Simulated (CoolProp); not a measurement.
Aqueous calcium chloride as a coolant, 19 % by mass, freezing at -16.6 °C, 1 atm.

The numbers come from the Melinder's fits for secondary coolants in CoolProp.

```csv
T (°C),cp (kJ/(kg K)),viscosity (mPa s),density (kg/m³),conductivity (W/(m K))
-14.2,3.053,4.80,1178,0.526
-9,3.071,(withheld),1177,0.534
-3.8,3.088,(withheld),1175,0.541
1.4,3.104,2.93,1174,(withheld)
6.7,3.119,2.53,1174,0.556
11.9,3.134,2.21,1173,0.564
17.1,3.147,1.95,1172,0.572
22.3,(withheld),1.73,1170,0.579
27.5,3.171,1.55,1168,0.587
32.7,3.182,1.40,1166,0.595
37.9,3.192,(withheld),1162,0.603
```

**Question.** Complete the blanks.

**Answer.** 
- -9, viscosity (mPa s): 4.02
- -3.8, viscosity (mPa s): 3.41
- 1.4, conductivity (W/(m K)): 0.549
- 22.3, cp (kJ/(kg K)): 3.160
- 37.9, viscosity (mPa s): 1.27
